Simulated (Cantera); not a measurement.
A freely propagating, adiabatic, planar premixed flame of 8.63 % CH4, 0.371 % CO, 23.0 % O2, 64.3 % N2, 3.71 % H2O, equivalence ratio 0.76, unburnt at 450 K and 120 Torr; multicomponent transport, grid criteria slope 0.08 and curve 0.16, no radiation.

Computed with Cantera and GRI-Mech 3.0 (53 species, 325 reactions). Burning velocities carry a grid error of a few per cent, more on coarse grids.

**Question.** Predict: laminar burning velocity; thermal thickness; peak x(H2).

**Answer.** 
```json
{
  "laminar_burning_velocity": "125 cm/s",
  "thermal_thickness": "1.68 mm",
  "peak x(H2)": "0.0198"
}
```
